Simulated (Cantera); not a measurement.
Input: 1 mol HF, 5.1 mol H₂, 4.6 mol O₂, held at 825 °C and 0.000240 bar.

These are equilibrium values from Cantera (NASA tables, ideal gas, pure condensed phases), not measurements of a reactor. Candidate condensed phases: H₂O; 22 gas species. Equilibrium is a limit: real reactors are often held back by kinetics, nucleation or transport.

Base state: H₂O 0.626, O₂ 0.252, HF 0.123, OH 1.39e-5 (mole fractions); condensed: gas only.

Problem. What changes in the equilibrium state with this change: H₂ from 5.1 to 0.06 mol?

Solution. 
| species | before | after |
|---|---|---|
| O₂ | 0.252 | 0.812 |
| HF | 0.123 | 0.178 |
| H₂O | 0.626 | 0.0107 |
| OH | 1.39e-5 | 2.43e-6 |

Problem. What changes in the equilibrium state with this change: temperature from 825 °C to 2325 °C?

Solution. 
```csv
species,before,after
H,<1e-9,0.447
O,7.71e-8,0.354
O₂,0.252,0.0565
H₂O,0.626,0.0129
H₂,1.01e-7,0.0330
OH,1.39e-5,0.0404
HF,0.123,0.0546
F,<1e-9,0.00197
```

Problem. What changes in the equilibrium state with this change: H₂ from 5.1 to 0.11 mol?

Solution. 
```
species   before    after
-------  -------  -------
O₂         0.252    0.804
HF         0.123    0.177
H₂O        0.626   0.0195
OH       1.39e-5  3.27e-6
```
